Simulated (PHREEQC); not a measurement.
PHREEQC input (ion-association model, wateq4f.dat):

```
SOLUTION_SPECIES
  2 NO3- + 12 H+ + 10 e- = N2 + 6 H2O  # shut off: nitrate stays nitrate
    -log_k -100
    -delta_h 0
    -analytic -100
SOLUTION 1
  temp 67
  units mmol/kgw
  pH 7 charge
  S(6) 67
  N(5) 69
  Al 23
  Cu(2) 25
SOLUTION 2
  temp 67
  units mmol/kgw
  pH 7 charge
  Cl 39
  S(6) 23.04
  Cu(2) 0.04
  Mg 23
END
SELECTED_OUTPUT 1
  -reset false
  -pH true
  -pe true
  -ionic_strength true
  -water true
  -totals Al Cl Cu Mg N S Cu(1) Cu(2) N(5) N(3)
    N(0) N(-3) S(-2) S(6)
  -molalities H+ Al+3 Cl- Cu+2 Mg+2 NO3- SO4-2 MgOH+ NH3 MgSO4
    AlOH+2 Al(OH)2+ Al(OH)3 Al(OH)4- AlSO4+ Al(SO4)2- HSO4- H2S HS- S-2
    O2 NH4+ NH4SO4- OH- CuCl2- CuCl3-2 Cu+ CuCl+ CuCl2 CuCl3-
    CuCl4-2 CuOH+ Cu(OH)2 Cu(OH)3- Cu(OH)4-2 Cu2(OH)2+2 CuSO4 Cu(HS)3- AlHSO4+2 NO2-
  -equilibrium_phases Brucite Gibbsite Cu(OH)2 Brochantite Antlerite Atacamite Cu2(OH)3NO3 Basaluminite Epsomite Chalcanthite
PRINT
  -reset false
MIX 1
  1 1
  2 0
EQUILIBRIUM_PHASES 1
  Brucite 0 0
  Gibbsite 0 0
  Cu(OH)2 0 0
  Brochantite 0 0
  Antlerite 0 0
  Atacamite 0 0
  Cu2(OH)3NO3 0 0
  Basaluminite 0 0
  Epsomite 0 0
  Chalcanthite 0 0
  O2(g) -0.68 10
END
# ... the last block is repeated for the other 20 points of share of solution B
```

Selected output (columns that matter, 21 of 21 rows; share of solution B added in front):

```
share of solution B	pH	mu	Al	Cl	Cu	Mg	N	S	m_H+	m_Al+3	m_Cl-	m_Cu+2	m_Mg+2	m_NO3-
0	1.4258	0.1752	0.023	0	0.025	0	0.069	0.067	0.047491	0.0068307	0	0.020834	0	0.069
0.05	1.4345	0.1702	0.02185	0.00195	0.023752	0.00115	0.06555	0.064802	0.046481	0.0064985	0.0017716	0.019649	0.00077991	0.06555
0.1	1.4434	0.16522	0.0207	0.0039	0.022504	0.0023	0.0621	0.062604	0.045469	0.0061669	0.0035593	0.018479	0.0015614	0.0621
0.15	1.4525	0.16027	0.01955	0.00585	0.021256	0.00345	0.05865	0.060406	0.044454	0.0058357	0.0053634	0.017323	0.0023448	0.05865
0.2	1.4619	0.15535	0.0184	0.0078	0.020008	0.0046	0.0552	0.058208	0.043437	0.005505	0.0071842	0.016182	0.0031305	0.0552
0.25	1.4715	0.15047	0.01725	0.00975	0.01876	0.00575	0.05175	0.05601	0.042416	0.0051745	0.0090221	0.015055	0.0039188	0.05175
0.3	1.4813	0.14561	0.0161	0.0117	0.017512	0.0069	0.0483	0.053812	0.041392	0.0048441	0.010877	0.013944	0.0047103	0.0483
0.35	1.4915	0.14078	0.01495	0.01365	0.016264	0.00805	0.04485	0.051614	0.040365	0.0045137	0.012751	0.012848	0.0055056	0.04485
0.4	1.5019	0.13599	0.0138	0.0156	0.015016	0.0092	0.0414	0.049416	0.039335	0.0041829	0.014642	0.011766	0.0063051	0.0414
0.45	1.5127	0.13123	0.01265	0.01755	0.013768	0.01035	0.03795	0.047218	0.0383	0.0038515	0.016553	0.0107	0.0071098	0.03795
0.5	1.5238	0.1265	0.0115	0.0195	0.01252	0.0115	0.0345	0.04502	0.037262	0.0035192	0.018482	0.0096501	0.0079204	0.0345
0.55	1.5352	0.1218	0.01035	0.02145	0.011272	0.01265	0.03105	0.042822	0.03622	0.0031856	0.020432	0.0086154	0.0087379	0.03105
0.6	1.5471	0.11713	0.0092	0.0234	0.010024	0.0138	0.0276	0.040624	0.035172	0.0028502	0.022402	0.0075964	0.0095634	0.0276
0.65	1.5593	0.1125	0.00805	0.02535	0.008776	0.01495	0.02415	0.038426	0.03412	0.0025125	0.024393	0.0065933	0.010398	0.02415
0.7	1.572	0.1079	0.0069	0.0273	0.007528	0.0161	0.0207	0.036228	0.033063	0.0021718	0.026406	0.0056063	0.011244	0.0207
0.75	1.5853	0.10334	0.00575	0.02925	0.00628	0.01725	0.01725	0.03403	0.032	0.0018272	0.028442	0.0046354	0.012103	0.01725
0.8	1.599	0.098805	0.0046	0.0312	0.005032	0.0184	0.0138	0.031832	0.03093	0.0014777	0.030501	0.0036809	0.012976	0.0138
0.85	1.6133	0.094306	0.00345	0.03315	0.003784	0.01955	0.01035	0.029634	0.029854	0.001122	0.032584	0.0027428	0.013867	0.01035
0.9	1.6282	0.089839	0.0023	0.0351	0.002536	0.0207	0.0069	0.027436	0.02877	0.00075864	0.034693	0.0018212	0.014779	0.0069
0.95	1.6439	0.085404	0.00115	0.03705	0.001288	0.02185	0.00345	0.025238	0.027677	0.00038549	0.036829	0.0009163	0.015715	0.00345
1	1.6603	0.080999	0	0.039	4e-05	0.023	0	0.02304	0.026575	0	0.038993	2.8187e-05	0.01668	0
```

Constants without temperature data keep their 25 °C values here.
